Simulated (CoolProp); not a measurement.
The fluid at 293.15 K and 7.44 MPa flows at 1.4 m/s in a round tube of 50 mm bore and 45 µm roughness, fully developed (64/Re and Nu = 3.66 if laminar; Colebrook and Gnielinski if turbulent). The same conditions are run with several fluids, on thermodynamics alone (safety and materials aside).

Model: reference Helmholtz-energy equation of state of each fluid (R407C: Lemmon 2003; R404A: Lemmon 2003; toluene: Lemmon 2006; R410A: Lemmon 2003; R152A: Outcalt 1996), in CoolProp. Blends and air are pseudo-pure fits.

Q: Rank R407C, R404A, toluene, R410A, R152A by Reynolds number, highest first.

A: R410A (546000), R404A (493000), R407C (462000), R152A (344000), toluene (97800)

```tsv
fluid	Darcy friction factor	pressure drop (Pa/m)	heat-transfer coefficient (W/(m² K))	mass flow (kg/h)
R407C	0.0198	465	3620	11800
R404A	0.0198	434	3220	11100
toluene	0.0219	374	1880	8630
R410A	0.0197	435	4080	11100
R152A	0.0201	367	3320	9240
```

Transport values come from each fluid's own correlations; those of R152A are estimates that may be off by 10 % or more.
